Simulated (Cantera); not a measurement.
Input (Python, Cantera):

```python
import numpy as np
import cantera as ct

gas = ct.Solution("h2o2.yaml")
gas.TPX = 1150, 610, {'H2': 0.29, 'O2': 1}
inlet = ct.Reservoir(gas, clone=True)

reactor = ct.IdealGasConstPressureReactor(gas, energy="off", clone=False)
exhaust = ct.Reservoir(gas, clone=True)
tau = [3.5, 1.7, 0.84, 0.41, 0.2, 0.099, 0.048, 0.024, 0.012, 0.0057][0]
for a, b in ((inlet, reactor), (reactor, exhaust)):
    ct.MassFlowController(a, b, mdot=lambda t: reactor.mass / tau)
net = ct.ReactorNet([reactor])
show = ['H2', 'O2', 'HO2', 'H2O', 'OH']

rows = []
print(f"{'tau/s':>10s}{'T/K':>9s}" + "".join(f"{s:>11s}" for s in show))
for tau in [3.5, 1.7, 0.84, 0.41, 0.2, 0.099, 0.048, 0.024, 0.012, 0.0057]:
    net.initial_time = 0.0
    net.advance(30 * tau)
    before = gas.X
    net.advance(40 * tau)
    drift = np.max(np.abs(gas.X - before) / (gas.X + 1e-9))
    rows.append([gas.T, *gas[show].X, drift])
    print(f"{tau:10.3e}{gas.T:9.1f}" + "".join(f"{x:11.3e}" for x in gas[show].X))
```

Result:

```
     tau/s      T/K         H2         O2        HO2        H2O         OH
 3.500e+00   1150.0  7.429e-04  7.431e-01  3.193e-06  2.504e-01  2.082e-03
 1.700e+00   1150.0  1.175e-03  7.410e-01  3.810e-06  2.488e-01  2.643e-03
 8.400e-01   1150.0  1.827e-03  7.380e-01  4.365e-06  2.464e-01  3.326e-03
 4.100e-01   1150.0  2.832e-03  7.331e-01  4.833e-06  2.422e-01  4.177e-03
 2.000e-01   1150.0  4.318e-03  7.256e-01  5.155e-06  2.354e-01  5.186e-03
 9.900e-02   1150.0  6.357e-03  7.149e-01  5.285e-06  2.251e-01  6.282e-03
 4.800e-02   1150.0  9.097e-03  7.009e-01  5.215e-06  2.102e-01  7.415e-03
 2.400e-02   1150.0  1.234e-02  6.871e-01  5.013e-06  1.936e-01  8.390e-03
 1.200e-02   1150.0  1.659e-02  6.768e-01  4.779e-06  1.774e-01  9.253e-03
 5.700e-03   1150.0  2.372e-02  6.729e-01  4.559e-06  1.615e-01  1.018e-02
```

Computed with Cantera and the H2/O2 subset of GRI-Mech 3.0, which has no nitrogen chemistry. Radical loss at walls, strong at low pressure, is not modelled. The temperature is held fixed by assumption; the heat of reaction is taken as removed at once.
